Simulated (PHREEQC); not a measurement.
1 kg of water holding 0.069 mol/kgw NaCl and 0.07 mol/kgw NaOH is evaporated at 60 °C; the solids stay in contact with the brine. No CO2 enters from the air. The run lets Halite precipitate or redissolve, and no other solid.

Model: Pitzer model, pitzer.dat, run in PHREEQC.

Predict ionic strength, water activity at water left (kg) = 0.5552, 0.375, 0.04335, 0.01099, 0.00903.


```csv
water left (kg),ionic strength,water activity
0.5552,0.250,0.992
0.375,0.371,0.988
0.04335,3.21,0.887
0.01099,10.7,0.602
0.00903,11.8,0.560
```

Constants without temperature data keep their 25 °C values here.
